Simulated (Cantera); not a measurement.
# Gas-phase reforming

An isothermal, constant-pressure homogeneous reactor starts with 59.9 % CH4, 40.1 % H2O, at 2000 K and 20300 Torr.

Computed with Cantera and GRI-Mech 3.0 (53 species, 325 reactions). GRI-Mech 3.0 stops at C3 and has no aromatics, soot or wall deposition, so with more carbon than oxygen in the feed, carbon stays in small species such as C2H2 where larger ones or solid carbon would form. The pressure lies above the range GRI-Mech 3.0 was tuned for (to about 10 atm).

```csv
t (s),x CH4,x H2O,x CH3,x CO,x OH,x H2O2
0.000300,0.0748,0.237,0.000647,0.0257,1.03e-5,5.77e-11
0.000579,0.0657,0.210,0.000559,0.0430,8.97e-6,4.37e-11
0.00112,0.0633,0.174,0.000524,0.0685,7.25e-6,2.86e-11
0.00216,0.0607,0.132,0.000486,0.101,5.32e-6,1.54e-11
0.00417,0.0567,0.0887,0.000440,0.135,3.48e-6,6.59e-12
0.00805,0.0516,0.0514,0.000391,0.166,1.97e-6,2.11e-12
0.0155,0.0467,0.0240,0.000348,0.189,9.02e-7,<1e-12
0.0300,0.0432,0.00773,0.000318,0.203,2.88e-7,<1e-12
0.0579,0.0416,0.00122,0.000305,0.209,4.53e-8,<1e-12
0.112,0.0413,0.000100,0.000303,0.210,3.72e-9,<1e-12
0.216,0.0413,6.51e-5,0.000303,0.210,2.42e-9,<1e-12
0.417,0.0413,6.51e-5,0.000303,0.210,2.42e-9,<1e-12
0.805,0.0413,6.51e-5,0.000303,0.210,2.42e-9,<1e-12
1.55,0.0413,6.51e-5,0.000303,0.210,2.42e-9,<1e-12
3.00,0.0413,6.51e-5,0.000303,0.210,2.42e-9,<1e-12
```
x: mole fraction; the columns are a selection and need not sum to one.

Equilibrium at this temperature and pressure: CH4 0.0413, H2O 6.68e-5, CH3 0.000303, CO 0.210, OH 2.48e-9, H2O2 <1e-12 (gas phase only).
